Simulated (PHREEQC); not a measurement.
# Acid mine or pickling water: speciation

Model water analysis in mg/L, 25 °C, pH 4.14, pe 8.5:

```csv
constituent,mg/L
Na,18.9
K,83.1
Ca,139
Mg,13.7
Cl,102
S(6) as SO4,419
B,0.505
Fe(3),1.2
Zn,0.248
```

Valence states are taken as typed.

Model: ion-association model, phreeqc.dat, run in PHREEQC.

Each row changes one thing in this solution. This is a speciation only: nothing precipitates in the calculation.

```csv
case,ionic strength (mol/kgw),SO4-2 (mol/kgw),Ca+2 (mol/kgw),CaSO4 (mol/kgw),Mg+2 (mol/kgw),MgSO4 (mol/kgw),SI of Gypsum (CaSO4:2H2O),SI of Jarosite-K (KFe3(SO4)2(OH)6)
as made,0.0165,0.00352,0.00282,0.000652,0.000431,0.000133,-0.85,+3.55
temperature from 25 to 65 °C at the same typed pH,0.0158,0.00330,0.00274,0.000731,0.000336,0.000228,-0.83,+2.03
all concentrations times 3 at the same typed pH,0.0450,0.00939,0.00754,0.00288,[?],0.000576,-0.21,[?]
S(6) from 419 to 210 mg/L,0.0135,[?],0.00310,0.000375,0.000486,7.82e-5,-1.09,+3.02
```

### Question
Some entries are withheld; supply them.

### Answer

- all concentrations times 3 at the same typed pH, Mg+2 (mol/kgw): 0.00112
- all concentrations times 3 at the same typed pH, SI of Jarosite-K (KFe3(SO4)2(OH)6): +5.87
- S(6) from 419 to 210 mg/L, SO4-2 (mol/kgw): 0.00170

Species that the database lacks are ignored. Some of these states are supersaturated (in Jarosite-K, Fe(OH)3(a), Hematite (slow to form), for instance). Away from 25 °C the constants follow the database's enthalpies or fits; those with neither stay at their 25 °C values.
